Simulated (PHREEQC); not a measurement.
Dissolve 0.01 mol HF, 0.00034 mol NH4HF2, 3.3e-05 mol H4SiO4 and 0.19 mol H3PO4 per kg of water at 20 °C. Closed to the air; pH follows from the charge balance.

Computed with PHREEQC (ion-association model, phreeqc.dat).

This is a speciation only: nothing precipitates in the calculation.

Task: Estimate the pH.

Result: pH 1.47.

Task: In which forms is P present?

Result: H3PO4 80 %, H2PO4- 20 % of the P.

SiF6-2 is the database's only silicon fluoride.
